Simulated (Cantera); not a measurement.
CH3SiCl3 + C2H4 + H2 (silicon carbide growth)

Input: 1 mol CH3SiCl3, 0.33 mol C2H4, 920 mol H2, equilibrated at 6000 Pa.

Cantera equilibrium calculation (NASA polynomials, part measured and part estimated; ideal gas, pure solids and liquids). Candidate condensed phases: C, C6H6, C7H8, C8H18, Si, SiC; 109 gas species. The feed counts by its element totals alone. Gases not in the tables: Si2H6 and higher silanes. Kinetics and transport are ignored.

| T (K) | x H2 | x H | x HCl | x Si | x C2H2 (acetylene) | x CH4 | n SiC(s) | n C(graphite) |
|---|---|---|---|---|---|---|---|---|
| 1073 | 0.996 | 5.71e-8 | 0.00325 | <1e-12 | 4.89e-10 | 0.000715 | 1.000 | 0 |
| 1273 | 0.996 | 2.91e-6 | 0.00325 | <1e-12 | 3.70e-7 | 0.000559 | 1.000 | 0.143 |
| 1473 | 0.997 | 5.16e-5 | 0.00325 | 5.97e-10 | 6.48e-6 | 0.000175 | 1.000 | 0.486 |
| 1673 | 0.996 | 0.000464 | 0.00325 | 9.30e-8 | 5.68e-5 | 7.23e-5 | 0.999 | 0.488 |
| 1873 | 0.994 | 0.00263 | 0.00324 | 4.88e-6 | 0.000310 | 3.61e-5 | 0.992 | 0.0586 |
| 2073 | 0.985 | 0.0107 | 0.00320 | 0.000190 | 0.000469 | 1.28e-5 | 0.760 | 0 |
| 2273 | 0.961 | 0.0336 | 0.00310 | 0.000882 | 0.000841 | 6.03e-6 | 0 | 0 |
| 2473 | 0.908 | 0.0868 | 0.00290 | 0.000932 | 0.000825 | 2.38e-6 | 0 | 0 |
| 2673 | 0.807 | 0.188 | 0.00253 | 0.000913 | 0.000768 | 9.55e-7 | 0 | 0 |
x: gas mole fraction; n: condensed amount in mol.

At 1073 K the condensed part is SiC(s). From 1273 K to 1873 K the condensed part is C(graphite) + SiC(s). At 2073 K the condensed part is SiC(s). From 2273 K to 2673 K nothing is condensed. The main Si-bearing gas is SiCl2 at 1073 K and Si at 2673 K.
